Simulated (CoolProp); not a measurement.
Properties of R123 along the isotherm 483.9 K.

Model: reference Helmholtz-energy equation of state, Younglove 1994, in CoolProp. It is a modified Benedict-Webb-Rubin equation, recast in Helmholtz form.

```
p (bar)  phase       Z  Joule-Thomson coefficient (K/MPa)  viscosity (µPa s)
-------  -----  ------  ---------------------------------  -----------------
1.83       gas  0.9859                              8.682               16.8
3.66       gas  0.9715                              8.797               16.8
5.49       gas     [?]                              8.919               16.8
7.32       gas  0.9419                              9.050               16.9
9.15       gas  0.9266                              9.188               16.9
11         gas  0.9109                              9.336               17.0
12.8       gas  0.8952                              9.489               17.1
14.6       gas  0.8791                                [?]                [?]
16.5       gas  0.8618                                [?]               17.4
18.3       gas  0.8449                              10.02               17.5
```

**Question.** Some entries are withheld; supply them.

**Answer.** 
- 5.49, Z: 0.9568
- 14.6, Joule-Thomson coefficient (K/MPa): 9.652
- 14.6, viscosity (µPa s): 17.2
- 16.5, Joule-Thomson coefficient (K/MPa): 9.835

Viscosity comes from a separate model (Tanaka 1996).
